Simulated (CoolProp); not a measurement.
A single-stage vapour-compression cycle with n-pentane: evaporating at 292.15 K (dew point), condensing at 316.15 K (bubble point), superheat 8 K, subcooling 2 K, compressor efficiency 0.8, no pressure losses. Each further row changes one setting.

The numbers come from the reference Helmholtz-energy equation of state, Thol 2019 in CoolProp.

```tsv
case	cooling COP	pressure ratio	discharge temperature (K)	refrigerating effect (kJ/kg)	volumetric capacity (kJ/m³)
as stated	9.09	2.35	323.2	333	538
evaporating temperature 297.15 K	11.9	?	323.1	341	658
condensing temperature 311.15 K	11.7	1.99	?	345	557
subcooling 7 K	9.41	2.35	323.2	345	557
superheat 18 K	9.22	2.35	333.2	350	545
compressor efficiency 0.7	?	2.35	326.0	333	538
```

Q: Fill in the missing entries.

A: 
- evaporating temperature 297.15 K, pressure ratio: 1.94
- condensing temperature 311.15 K, discharge temperature (K): 318.6
- compressor efficiency 0.7, cooling COP: 7.95
